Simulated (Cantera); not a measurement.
**Equilibrium for boron, boron nitride and boron oxide: B + H2O**

Input: 1 mol B, 1.2 mol H2O, held at 2175 °C and 1.00 bar.

These are equilibrium values from Cantera (NASA tables, ideal gas, pure condensed phases), not measurements of a reactor. Candidate condensed phases: B, B2O3, B3O3H3, H2O; 23 gas species. The tables' values for BH2 are old estimates; treat these amounts as uncertain. Rates play no part.

```yaml
x(H2): 0.575
x(HBO): 0.170
x(B2O3): 0.0828
x(B2O2): 0.0798
x(BO): 0.0450
x(HBO2): 0.0295
x(H): 0.0151
x(H2O): 0.00196
x(BO2): 0.000181
gas_amount: 1.753 mol
log10 activity of B(l) (absent): -1.13
```
